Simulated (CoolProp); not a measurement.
Vapour-liquid equilibrium of R143a (1) + R236FA (2) at 290.3 K; x and y are mole fractions of (1).

The numbers come from the multi-fluid Helmholtz-energy mixture model, Lemmon and Jacobsen 2000 and Pan 2012; pair parameters Bell 2016 in CoolProp.

```csv
x,bubble pressure (bar),y at the bubble point,dew pressure at overall composition x (bar),liquid density (mol/L)
0.05,2.393,0.165,2.162,9.229
0.125,2.888,0.351,2.306,9.400
0.2,3.406,0.487,2.472,9.573
0.275,3.946,0.591,2.663,9.750
0.35,4.507,(withheld),2.886,9.928
0.425,5.090,0.738,3.150,10.11
0.5,5.693,0.793,3.466,10.29
0.575,(withheld),0.838,3.853,10.47
0.65,6.959,0.876,4.337,(withheld)
0.725,7.621,0.909,4.959,(withheld)
0.8,8.303,(withheld),5.788,11.01
0.875,(withheld),0.963,6.940,11.18
0.95,9.731,0.986,8.629,11.35
```

### Question
Some entries are withheld; supply them.

### Answer

- 0.35, y at the bubble point: 0.673
- 0.575, bubble pressure (bar): 6.316
- 0.65, liquid density (mol/L): 10.66
- 0.725, liquid density (mol/L): 10.84
- 0.8, y at the bubble point: 0.938
- 0.875, bubble pressure (bar): 9.006

No azeotrope shows between x = 0.05 and 0.95.

Pair parameters are fitted to limited data, so mixtures are less certain than the pure fluids.
